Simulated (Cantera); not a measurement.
Input: 1 mol Fe2O3, a varied amount of CH4, 0.097 mol CO, held at 29.0 Pa.

Method: chemical equilibrium by Gibbs-energy minimisation in Cantera with the NASA 1993 tables (ideal gas, pure condensed phases). Candidate condensed phases: C, C6H6, C7H8, C8H18, Fe, Fe(CO)5, FeO, Fe(OH)2, Fe(OH)3, Fe2O3, Fe3O4, H2O; 114 gas species. Each liquid is taken as pure. Iron dissolves carbon and melts from about 1420 K in contact with it, which pure phases cannot show. Mutual solubility and eutectic melting of coexisting phases are not modelled. The tables' stoichiometric FeO is somewhat more stable than real wüstite, so its field is too wide. FeO: taken at fixed stoichiometry. Condensed phases not in the tables: cementite and carbon dissolved in iron. The numbers say what is thermodynamically allowed, not how fast it happens.

Question: What condenses at these points (T in K, n(CH4) in mol): (1898, 3.2); (1498, 1.6); (1698, 1.6); (1598, 3.6); (1598, 0.43); (1548, 1.6); (1848, 2.4); (1748, 2.4)?

Answer: 
```csv
T (K),n(CH4) in mol,condensed phases,Fe condensed (%)
1898,3.2,C,0.0
1498,1.6,Fe + FeO,99.9
1698,1.6,Fe + FeO,94.7
1598,3.6,C + Fe,98.1
1598,0.43,FeO,99.9
1548,1.6,Fe + FeO,99.7
1848,2.4,Fe,9.4
1748,2.4,Fe,82.1
```
